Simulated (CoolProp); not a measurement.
Vapour-liquid equilibrium of CHF3 (R23) (1) + R125 (2) at 263.6 K; x and y are mole fractions of (1).

Model: multi-fluid Helmholtz-energy mixture model, Penoncello 2003 and Lemmon 2005; pair parameters Bell 2016, in CoolProp.

| x | bubble pressure, mixture model (MPa) | bubble pressure, Raoult's law (MPa) | y, mixture model | y, Raoult's law |
|---|---|---|---|---|
| 0.05 | … | 0.5610 | 0.136 | 0.170 |
| 0.2 | … | 0.7740 | 0.428 | 0.494 |
| 0.35 | … | 0.9870 | … | 0.677 |
| 0.5 | 1.141 | 1.200 | 0.742 | 0.796 |
| 0.65 | … | 1.413 | … | 0.879 |
| 0.8 | 1.584 | 1.626 | … | 0.940 |
| 0.95 | 1.825 | 1.839 | 0.979 | 0.987 |

Problem. What belongs in the gaps?

Solution. 
- 0.05, bubble pressure, mixture model (MPa): 0.5484
- 0.2, bubble pressure, mixture model (MPa): 0.7343
- 0.35, bubble pressure, mixture model (MPa): 0.9329
- 0.35, y, mixture model: 0.614
- 0.65, bubble pressure, mixture model (MPa): 1.357
- 0.65, y, mixture model: 0.837
- 0.8, y, mixture model: 0.914

The largest gap from Raoult's law is -5.5 % in bubble pressure, at x = 0.35. No azeotrope shows between x = 0.05 and 0.95.

Pair parameters are fitted to limited data, so mixtures are less certain than the pure fluids.
